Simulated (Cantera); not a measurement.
Cantera run, input and output.

```python
import numpy as np
import cantera as ct

surf = ct.Interface("diamond.yaml", "diamond_100")
gas, bulk = surf.adjacent["gas"], surf.adjacent["diamond"]
k = surf.kinetics_species_index(bulk.species_names[0])
cover = ["c6HH", "c6H*", "c6*H", "c6**", "c6HM", "c6B"]

rows, drift = [], 0.0
print(f"{'xH':>10s}{'um/h':>11s}" + "".join(f"{s:>11s}" for s in cover))
for v in [0.0001, 0.00022, 0.00049, 0.0011, 0.0024, 0.0054, 0.012, 0.027, 0.06]:
    T, P, xH, xCH3 = 1375, 1000, v, 1.9e-05
    gas.TPX = T, P, {"H": xH, "CH3": xCH3, "CH4": 0.0044, "H2": 1 - xH - xCH3 - 0.0044}
    surf.TP = bulk.TP = T, P
    surf.coverages = "c6H*:0.1, c6HH:0.9"
    surf.advance_coverages(100.0)
    before = surf.coverages
    surf.advance_coverages(100.0)
    drift = max(drift, np.max(np.abs(surf.coverages - before) / (surf.coverages + 1e-9)))
    rate = surf.net_production_rates[k] * bulk.mean_molecular_weight / bulk.density * 3.6e9
    rows.append([rate, *surf[cover].coverages])
    print(f"{v:10.4g}{rate:11.4e}" + "".join(f"{x:11.3e}" for x in rows[-1][1:]))
```

Output:

```
        xH       um/h       c6HH       c6H*       c6*H       c6**       c6HM        c6B
    0.0001 6.0066e-05  6.939e-01  2.884e-02  2.738e-01  3.474e-03  7.097e-07  1.630e-13
   0.00022 3.4392e-04  5.710e-01  3.998e-02  3.797e-01  9.305e-03  9.904e-07  9.332e-13
   0.00049 1.5464e-03  4.698e-01  4.862e-02  4.616e-01  1.995e-02  1.231e-06  4.196e-12
    0.0011 5.1785e-03  4.042e-01  5.356e-02  5.085e-01  3.364e-02  1.439e-06  1.405e-11
    0.0024 1.2312e-02  3.692e-01  5.576e-02  5.294e-01  4.558e-02  1.661e-06  3.341e-11
    0.0054 2.2773e-02  3.508e-01  5.672e-02  5.384e-01  5.402e-02  1.921e-06  6.180e-11
     0.012 3.3438e-02  3.422e-01  5.711e-02  5.420e-01  5.867e-02  2.143e-06  9.073e-11
     0.027 4.3319e-02  3.381e-01  5.730e-02  5.435e-01  6.103e-02  2.278e-06  1.175e-10
      0.06 5.4121e-02  3.363e-01  5.744e-02  5.441e-01  6.214e-02  2.304e-06  1.469e-10
```

Model: the Harris–Goodwin 1993 mechanism for the reconstructed diamond (100) surface, integrated in Cantera.
